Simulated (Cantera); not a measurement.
## Premixed flame

A freely propagating, adiabatic, planar premixed flame of 1.65 % CH₄, 0.512 % C₂H₆, 2.15 % C₃H₈, 16.7 % O₂, 62.6 % N₂, 16.4 % CO₂, unburnt at 700 K and 8.29 atm; mixture-averaged transport, grid criteria slope 0.08 and curve 0.16, no radiation.

Cantera simulation using GRI-Mech 3.0 (53 species, 325 reactions); the numbers are that mechanism's predictions, not measurements. GRI-Mech 3.0 was tuned for natural gas; its chemistry of propane as a main component is partial and can be far from experiment. Burning velocities carry a grid error of a few per cent, more on coarse grids.

```csv
z (mm),T (K),u (m/s),x CH₄,x C₂H₆,x C₃H₈,x H₂O₂,x H₂O,x H₂
-0.277,701,0.442,0.0165,0.00512,0.0215,2.22e-7,0.000264,0.000808
-0.185,705,0.445,0.0164,0.00510,0.0214,1.79e-6,0.00162,0.00175
-0.139,719,0.455,0.0161,0.00507,0.0213,6.31e-6,0.00475,0.00266
-0.0924,786,0.500,0.0149,0.00485,0.0207,2.58e-5,0.0157,0.00409
-0.0462,1082,0.701,0.0109,0.00352,0.0146,7.95e-5,0.0509,0.00614
-0.0231,1397,0.919,0.00685,0.00172,0.00529,4.57e-5,0.0816,0.00713
0,1734,1.15,0.00184,8.89e-5,8.39e-5,3.00e-6,0.110,0.00631
0.0231,1895,1.25,9.25e-5,8.44e-8,<1e-8,1.07e-6,0.121,0.00383
0.0462,1967,1.29,2.61e-6,<1e-8,<1e-8,8.05e-7,0.123,0.00281
0.0924,2043,1.34,<1e-8,<1e-8,<1e-8,5.30e-7,0.126,0.00206
0.185,2103,1.37,<1e-8,<1e-8,<1e-8,3.24e-7,0.128,0.00138
0.370,2143,1.39,<1e-8,<1e-8,<1e-8,2.04e-7,0.129,0.000879
0.739,2166,1.40,<1e-8,<1e-8,<1e-8,1.44e-7,0.130,0.000589
```
x: mole fraction of selected species; z is measured from the peak of heat release.

| Item | Value |
|---|---|
| laminar burning velocity | 44.1 cm/s |
| thermal thickness | 0.0924 mm |
| peak x(H₂O₂) | 8.12e-5 |
| peak x(H₂) | 0.00723 |
| grid points | 130 |
